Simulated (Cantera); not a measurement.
Feed: 1 mol SiCl4, 2 mol Cl2, 0.22 mol H2, held at 675 °C and 100000 Pa.

Cantera equilibrium calculation (NASA polynomials, part measured and part estimated; ideal gas, pure solids and liquids). Candidate condensed phases: Si; 19 gas species. The numbers say what is thermodynamically allowed, not how fast it happens.

Base state: Cl2 0.553, SiCl4 0.311, HCl 0.137, Cl 0.000128 (mole fractions); condensed: gas only.

What changes in the equilibrium state with this change: SiCl4 replaced by Si?


| species | before | after |
|---|---|---|
| SiCl4 | 0.311 | 0.796 |
| H2 | <1e-9 | 0.157 |
| HCl | 0.137 | 0.0240 |
| Cl2 | 0.553 | <1e-9 |
| SiHCl3 | <1e-9 | 0.0234 |
| SiCl3 | <1e-9 | 0.000508 |
| Cl | 0.000128 | <1e-9 |
The tables' values for SiCl3 are old estimates; treat these amounts as uncertain.

What changes in the equilibrium state with this change: 2 mol CH4 added?


```
species             before     after
----------------  --------  --------
HCl                  0.137     0.562
H2                   <1e-9     0.284
SiCl4                0.311     0.140
Cl2                  0.553     <1e-9
CH4                      0    0.0138
SiHCl3               <1e-9  0.000319
Cl                0.000128     <1e-9
C(graphite), mol         0      1.90
```
Further candidate phases: C, C6H6, C7H8, C8H18, SiC.
